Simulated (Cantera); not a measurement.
A closed system holds: 1 mol C2H2, 0.023 mol CO2, at 2.10 mbar.

Method: chemical equilibrium by Gibbs-energy minimisation in Cantera with the NASA 1993 tables (ideal gas, pure condensed phases). Candidate condensed phases: C, C6H6, C7H8, C8H18, H2O; 131 gas species. Ions and electrons are included (thermal ionisation). Rates play no part. All values below are at 3000 K.

Base state: H 0.734, C3 0.149, H2 0.0453, C 0.0241, CO 0.0193, C2 0.0151, C2H 0.00784, C2H2 (acetylene) 0.00282 (mole fractions); condensed: C(graphite).

**Question.** What changes in the equilibrium state with this change: CO2 from 0.023 to 2.9 mol?

**Answer.** 
```json
[
 {"species": "CO", "before": "0.0193", "after": "0.634"},
 {"species": "H", "before": "0.734", "after": "0.246"},
 {"species": "O", "before": "<1e-9", "after": "0.106"},
 {"species": "C3", "before": "0.149", "after": "<1e-9"},
 {"species": "C2", "before": "0.0151", "after": "<1e-9"},
 {"species": "C", "before": "0.0241", "after": "6.45e-9"},
 {"species": "H2", "before": "0.0453", "after": "0.00510"},
 {"species": "C2H", "before": "0.00784", "after": "<1e-9"},
 {"species": "CO2", "before": "<1e-9", "after": "0.00375"},
 {"species": "OH", "before": "<1e-9", "after": "0.00358"},
 {"species": "C(graphite), mol", "before": "0.694", "after": "0"}
]
```

**Question.** What changes in the equilibrium state with this change: pressure from 2.10 mbar to 0.100 bar?

**Answer.** 
```
species             before     after
----------------  --------  --------
H2                  0.0453     0.551
H                    0.734     0.370
CO                  0.0193    0.0356
C3                   0.149   0.00312
C                   0.0241  0.000507
C2                  0.0151  0.000317
C2H2 (acetylene)   0.00282    0.0342
CH3                8.63e-8   2.52e-5
C4                0.000502   1.05e-5
C5                 0.00272   5.71e-5
C6H2               2.02e-6   2.45e-5
C(graphite), mol     0.694      1.86
```

**Question.** What changes in the equilibrium state with this change: pressure from 2.10 mbar to 63.0 Pa?

**Answer.** 
| species | before | after |
|---|---|---|
| H | 0.734 | 0.688 |
| C3 | 0.149 | 0.192 |
| C | 0.0241 | 0.0587 |
| H2 | 0.0453 | 0.0119 |
| C2 | 0.0151 | 0.0267 |
| CO | 0.0193 | 0.0165 |
| C4H2 | 7.32e-5 | 5.45e-6 |
| C2H2 (acetylene) | 0.00282 | 0.000395 |
| C2H | 0.00784 | 0.00391 |
| C(graphite), mol | 0.694 | 0 |
